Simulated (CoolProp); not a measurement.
Model: reference Helmholtz-energy equation of state, Tillner-Roth 1994, in CoolProp.

Question: Give the vapour pressure (MPa), liquid cp (kJ/(kg K)), vapour Z of saturated R134a at 56.45, 66.45, 76.55 °C.

Answer: 
```csv
T (°C),p (MPa),liquid cp (kJ/(kg K)),vapour Z
56.45,1.54,1.62,0.726
66.45,1.95,1.74,0.675
76.55,2.45,1.95,0.614
```
